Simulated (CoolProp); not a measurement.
Aqueous potassium acetate as a coolant, at 35 °C, 1 atm.

The numbers come from the Melinder's fits for secondary coolants in CoolProp.

| mass % | freezing point (°C) | density (kg/m³) | cp (kJ/(kg K)) | Prandtl number | viscosity (mPa s) |
|---|---|---|---|---|---|
| 5.8 | -2.4 | 1026 | 3.971 | 5.48 | 0.830 |
| 9.6 | -4.3 | 1044 | 3.846 | 5.99 | 0.916 |
| 13.4 | -6.5 | 1062 | 3.728 | 6.56 | 1.01 |
| 17.3 | -9.1 | 1081 | 3.612 | 7.21 | 1.12 |
| 21.1 | -12.2 | 1101 | [?] | [?] | 1.24 |
| 25 | -16.2 | 1123 | 3.396 | 8.82 | 1.39 |
| 28.8 | -21.3 | 1144 | 3.293 | 9.85 | 1.57 |
| 32.7 | -27.6 | 1166 | 3.190 | 11.2 | 1.79 |
| 36.5 | -34.9 | 1187 | 3.090 | 12.8 | 2.05 |
| 40.4 | -43.0 | 1210 | 2.988 | [?] | 2.40 |

### Question
Some entries are withheld; supply them.

### Answer

- 21.1, cp (kJ/(kg K)): 3.504
- 21.1, Prandtl number: 7.94
- 40.4, Prandtl number: 14.8
